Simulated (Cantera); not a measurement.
A closed system holds: 1 mol Si, 13 mol HCl, 0.11 mol N2, at 555 Torr.

These are equilibrium values from Cantera (NASA tables, ideal gas, pure condensed phases), not measurements of a reactor. Candidate condensed phases: NH4Cl, Si, Si3N4; 28 gas species. The numbers say what is thermodynamically allowed, not how fast it happens.

Task: Which condensed phases are stable at each of these points (T (°C)): 225, 325, 425, 525, 625, 725, 825, 925, 1025, 1125, 1225, 1325, 1425?

Result: 
| T (°C) | condensed phases | Si condensed (%) |
|---|---|---|
| 225 | NH4Cl(s) | 0.0 |
| 325 | gas only | 0.0 |
| 425 | gas only | 0.0 |
| 525 | gas only | 0.0 |
| 625 | gas only | 0.0 |
| 725 | gas only | 0.0 |
| 825 | gas only | 0.0 |
| 925 | gas only | 0.0 |
| 1025 | gas only | 0.0 |
| 1125 | gas only | 0.0 |
| 1225 | gas only | 0.0 |
| 1325 | gas only | 0.0 |
| 1425 | gas only | 0.0 |

At 225 °C the condensed part is NH4Cl(s). From 325 °C to 1425 °C nothing is condensed.
